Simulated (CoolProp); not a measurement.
A single-stage vapour-compression cycle with propylene: evaporating at 202.15 K (dew point), condensing at 248.15 K (bubble point), superheat 0 K, subcooling 5 K, compressor efficiency 0.6, no pressure losses. Each further row changes one setting.

Model: reference Helmholtz-energy equation of state, Lemmon 2013, in CoolProp.

```
case                              cooling COP  pressure ratio  discharge temperature (K)  refrigerating effect (kJ/kg)  volumetric capacity (kJ/m³)
--------------------------------  -----------  --------------  -------------------------  ----------------------------  ---------------------------
as stated                                2.28            8.41                      321.6                           374                          289
evaporating temperature 207.15 K         2.68            6.33                      311.4                           379                          ___
condensing temperature 243.15 K          2.61             ___                        ___                           385                          297
subcooling 10 K                          2.35            8.41                      321.6                           385                          297
superheat 10 K                           2.25            8.41                        ___                           386                          ___
compressor efficiency 0.5                1.90            8.41                        ___                           374                          289
```

Question: Fill in the missing entries.

Answer: 
- evaporating temperature 207.15 K, volumetric capacity (kJ/m³): 381
- condensing temperature 243.15 K, pressure ratio: 6.97
- condensing temperature 243.15 K, discharge temperature (K): 311.0
- superheat 10 K, discharge temperature (K): 333.7
- superheat 10 K, volumetric capacity (kJ/m³): 284
- compressor efficiency 0.5, discharge temperature (K): 341.0
